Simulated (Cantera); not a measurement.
Si + SF₆ + N₂ (silicon etching in halogen gases)

A closed system holds: 1 mol Si, 3.6 mol SF₆, 39 mol N₂, held at 750 Torr.

These are equilibrium values from Cantera (NASA tables, ideal gas, pure condensed phases), not measurements of a reactor. Candidate condensed phases: S, Si, Si₃N₄; 29 gas species. The tables' values for S₂F₂ (SSF₂), SF₃, SF₅ are old estimates; treat these amounts as uncertain. Equilibrium is a limit: real reactors are often held back by kinetics, nucleation or transport.

```json
[
 {"T (K)": "475", "log p N₂": "-0.04", "log p SF₆": "-1.19", "log p SF₄": "-3.08", "log p SiF₄": "-1.64", "log p F": "<-12", "log p S₂F₂ (SSF₂)": "-2.04", "log p SF₃": "-8.41"},
 {"T (K)": "575", "log p N₂": "-0.05", "log p SF₆": "-1.22", "log p SF₄": "-2.14", "log p SiF₄": "-1.64", "log p F": "<-12", "log p S₂F₂ (SSF₂)": "-2.11", "log p SF₃": "-6.42"},
 {"T (K)": "675", "log p N₂": "-0.05", "log p SF₆": "-1.31", "log p SF₄": "-1.58", "log p SiF₄": "-1.64", "log p F": "<-12", "log p S₂F₂ (SSF₂)": "-2.40", "log p SF₃": "-5.11"},
 {"T (K)": "775", "log p N₂": "-0.05", "log p SF₆": "-1.42", "log p SF₄": "-1.36", "log p SiF₄": "-1.64", "log p F": "<-12", "log p S₂F₂ (SSF₂)": "-3.45", "log p SF₃": "-4.42"},
 {"T (K)": "875", "log p N₂": "-0.05", "log p SF₆": "-1.43", "log p SF₄": "-1.34", "log p SiF₄": "-1.64", "log p F": "-9.78", "log p S₂F₂ (SSF₂)": "-5.27", "log p SF₃": "-4.15"},
 {"T (K)": "975", "log p N₂": "-0.05", "log p SF₆": "-1.43", "log p SF₄": "-1.34", "log p SiF₄": "-1.64", "log p F": "-7.88", "log p S₂F₂ (SSF₂)": "-6.80", "log p SF₃": "-3.97"},
 {"T (K)": "1075", "log p N₂": "-0.05", "log p SF₆": "-1.43", "log p SF₄": "-1.34", "log p SiF₄": "-1.64", "log p F": "-6.34", "log p S₂F₂ (SSF₂)": "-8.05", "log p SF₃": "-3.82"},
 {"T (K)": "1175", "log p N₂": "-0.05", "log p SF₆": "-1.43", "log p SF₄": "-1.34", "log p SiF₄": "-1.64", "log p F": "-5.05", "log p S₂F₂ (SSF₂)": "-9.08", "log p SF₃": "-3.70"},
 {"T (K)": "1275", "log p N₂": "-0.05", "log p SF₆": "-1.43", "log p SF₄": "-1.34", "log p SiF₄": "-1.64", "log p F": "-3.97", "log p S₂F₂ (SSF₂)": "-9.94", "log p SF₃": "-3.59"},
 {"T (K)": "1375", "log p N₂": "-0.05", "log p SF₆": "-1.44", "log p SF₄": "-1.34", "log p SiF₄": "-1.64", "log p F": "-3.06", "log p S₂F₂ (SSF₂)": "-10.65", "log p SF₃": "-3.50"},
 {"T (K)": "1475", "log p N₂": "-0.05", "log p SF₆": "-1.47", "log p SF₄": "-1.32", "log p SiF₄": "-1.64", "log p F": "-2.28", "log p S₂F₂ (SSF₂)": "-11.11", "log p SF₃": "-3.38"},
 {"T (K)": "1575", "log p N₂": "-0.06", "log p SF₆": "-1.59", "log p SF₄": "-1.27", "log p SiF₄": "-1.65", "log p F": "-1.68", "log p S₂F₂ (SSF₂)": "-11.00", "log p SF₃": "-3.17"}
]
```
log p: log10 of the partial pressure in bar; nothing condenses.

From 475 K to 1575 K nothing is condensed. The main Si-bearing gas is SiF₄ throughout.
